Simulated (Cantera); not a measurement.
Charge: 1 mol Cu₂O, a varied amount of H₂, 1.3 mol N₂, held at 723 K and 9.50 bar.

Cantera equilibrium calculation (NASA polynomials, part measured and part estimated; ideal gas, pure solids and liquids). Candidate condensed phases: Cu, CuO, Cu(OH)₂, Cu₂O, H₂O; 27 gas species. The numbers say what is thermodynamically allowed, not how fast it happens.

At 230 mol H₂, list the 4 most abundant gas species with their mole fractions, and the condensed phases.

H₂ 0.988, H₂O 0.00434, NH₃ 0.00396, N₂ 0.00366. Condensed: Cu(s).
